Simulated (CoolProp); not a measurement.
Aqueous propylene glycol as a coolant, at 18 °C, 1 atm.

Computed with CoolProp (Melinder's fits for secondary coolants).

```tsv
mass %	freezing point (°C)	density (kg/m³)	conductivity (W/(m K))	Prandtl number	viscosity (mPa s)
5.9	-1.5	1003	0.563	9.61	1.32
11.2	-3.3	1008	0.535	12.0	1.58
16.5	-5.5	1012	0.508	15.1	1.91
21.8	-8.1	1017	0.481	19.0	2.32
27.1	-11.0	1022	0.456	24.3	2.85
32.4	-14.4	1027	0.432	31.1	3.52
37.7	-18.5	1031	0.409	39.9	4.36
43	-23.6	1036	0.386	50.8	5.38
48.2	-29.7	1039	0.366	63.9	6.56
```
